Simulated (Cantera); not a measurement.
A Cantera script and its output.

```python
import numpy as np
import cantera as ct

gas = ct.Solution("gri30.yaml")
gas.TPX = 1300, 80000, {'N2O': 1, 'N2': 0.007}
reactor = ct.IdealGasConstPressureReactor(gas, energy="off", clone=False)
net = ct.ReactorNet([reactor])
net.rtol, net.atol = 1e-08, 1e-18
show = ['N2O', 'N2', 'NO', 'O', 'NO2', 'O2']
times = np.geomspace(8e-05, 4, 13)

steps = ct.SolutionArray(gas, extra=["t"])
rows = []
print(f"{'t/s':>10s}{'T/K':>9s}{'P/Pa':>11s}" + "".join(f"{s:>11s}" for s in show))
for t in times:
    while net.time < t:
        t_next = net.step()
        steps.append(gas.state, t=t_next)
    rows.append([np.interp(t, steps.t, y) for y in (steps.T, steps.P, *steps(*show).X.T)])
    print(f"{t:10.3e}{rows[-1][0]:9.1f}{rows[-1][1]:11.4g}" + "".join(f"{x:11.3e}" for x in rows[-1][2:]))
rate = np.gradient(steps.T, steps.t)
print("integrator steps:", len(steps.t))
if steps.T.max() > steps.T[0] + 200:
    print(f"time of steepest temperature rise: {steps.t[rate.argmax()]:.4e} s")
gas.TPX = 1300, 80000, {'N2O': 1, 'N2': 0.007}
gas.equilibrate("TP")
print(f"equilibrium (TP): T = {gas.T:.1f} K  " + "  ".join(f"{s} {gas[s].X[0]:.3e}" for s in show))
```

Output:

```
       t/s      T/K       P/Pa        N2O         N2         NO          O        NO2         O2
 8.000e-05   1300.0      8e+04  9.927e-01  7.144e-03  2.979e-05  7.306e-06  1.906e-09  8.536e-05
 1.971e-04   1300.0      8e+04  9.923e-01  7.434e-03  7.653e-05  7.305e-06  1.247e-08  2.193e-04
 4.856e-04   1300.0      8e+04  9.911e-01  8.148e-03  1.915e-04  7.304e-06  7.649e-08  5.490e-04
 1.196e-03   1300.0      8e+04  9.883e-01  9.903e-03  4.737e-04  7.301e-06  4.449e-07  1.359e-03
 2.947e-03   1300.0      8e+04  9.813e-01  1.420e-02  1.163e-03  7.292e-06  2.380e-06  3.339e-03
 7.261e-03   1300.0      8e+04  9.644e-01  2.459e-02  2.825e-03  7.265e-06  1.084e-05  8.134e-03
 1.789e-02   1300.0      8e+04  9.246e-01  4.913e-02  6.728e-03  7.190e-06  3.812e-05  1.945e-02
 4.407e-02   1300.0      8e+04  8.362e-01  1.037e-01  1.532e-02  6.998e-06  1.028e-04  4.467e-02
 1.086e-01   1300.0      8e+04  6.638e-01  2.104e-01  3.164e-02  6.535e-06  2.267e-04  9.400e-02
 2.675e-01   1300.0      8e+04  4.051e-01  3.712e-01  5.446e-02  5.469e-06  4.026e-04  1.689e-01
 6.590e-01   1300.0      8e+04  1.557e-01  5.284e-01  7.215e-02  3.393e-06  5.462e-04  2.432e-01
 1.624e+00   1300.0      8e+04  2.801e-02  6.114e-01  7.613e-02  9.897e-07  6.136e-04  2.838e-01
 4.000e+00   1300.0      8e+04  9.452e-04  6.297e-01  7.548e-02  1.381e-07  8.099e-04  2.931e-01
integrator steps: 997
equilibrium (TP): T = 1300.0 K  N2O 2.514e-08  N2 6.680e-01  NO 4.604e-04  O 1.146e-07  NO2 5.594e-06  O2 3.316e-01
```

Computed with Cantera and GRI-Mech 3.0 (53 species, 325 reactions). GRI-Mech 3.0 was tuned for natural gas; its chemistry of N2O as a main component is partial and can be far from experiment. The mechanism lacks the step 2 NO + O2 → 2 NO2, which can matter for NO2 below about 1400 K. The temperature is held fixed by assumption; the heat of reaction is taken as removed at once.
